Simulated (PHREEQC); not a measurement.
0.93 g of hydrous ferric oxide (600 m²/g; 0.2 weak and 0.005 strong sites per Fe, Dzombak-Morel constants, diffuse double layer) in 1 kg of water with 0.01 mol/kgw of an inert sodium salt and 0.32 mmol/kgw SrCl2, at 25 °C; the pH is set by adding NaOH or the inert anion's acid. O2 is buffered at 0.21 atm. The system is closed to CO2. Nothing may precipitate in this run.

Model: ion-association model, wateq4f.dat, run in PHREEQC.

Q: Predict Sr sorbed (%), surface charge σ (C/m²), surface potential ψ (mV) at pH = 6.62, 7.

A: 
| pH | Sr sorbed (%) | surface charge σ (C/m²) | surface potential ψ (mV) |
|---|---|---|---|
| 6.62 | 0.5 | 0.028 | 80 |
| 7 | 2.1 | 0.018 | 61 |
